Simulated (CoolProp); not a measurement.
Values from CoolProp's reference Helmholtz-energy equation of state, Schroeder 2014.

Question: For ethanol, give the phase and the cp (kJ/(kg K)), speed of sound (m/s), expansivity (1/kK), Prandtl number at 257.05 °C and 1.45 MPa; 257.05 °C and 4.6 MPa.

Answer: 
- 257.05 °C and 1.45 MPa: gas; cp 2.40, speed of sound 308, expansivity 2.54, Prandtl number 0.852
- 257.05 °C and 4.6 MPa: gas; cp 3.45, speed of sound 266, expansivity 5.92, Prandtl number 1.06

Viscosity comes from a separate model (Kiselev 2005). Thermal conductivity comes from a separate model (Assael 2013).
